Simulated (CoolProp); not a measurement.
Normal hydrogen along the isobar 7650 kPa: density (kg/m³) from the reference equation and from simpler models built on Tc = 33.1 K, pc = 1296 kPa, ω = -0.219; each cubic takes its own stable root.

The numbers come from the reference Helmholtz-energy equation of state, Leachman 2009 in CoolProp.

```tsv
T (K)	phase	reference
20.1	liquid	78.29
62.7	supercritical	33.12
105.3	supercritical	17.03
147.9	supercritical	11.88
190.5	supercritical	9.216
233.1	supercritical	7.559
275.7	supercritical	6.419
318.3	supercritical	5.583
360.9	supercritical	4.943
```

Problem. How far does each simpler model (van der Waals, Redlich-Kwong, Soave-Redlich-Kwong, Peng-Robinson) lie from the reference over these 9 states: mean and median of the absolute difference, and the worst?

Solution. 
- van der Waals: mean 3.6 %, median 0.9 %, worst -19.0 % at 20.1 K and 7650 kPa
- Redlich-Kwong: mean 3.3 %, median 0.7 %, worst +15.5 % at 20.1 K and 7650 kPa
- Soave-Redlich-Kwong: mean 1.9 %, median 0.8 %, worst +11.1 % at 20.1 K and 7650 kPa
- Peng-Robinson: mean 6.3 %, median 3.6 %, worst +24.2 % at 20.1 K and 7650 kPa
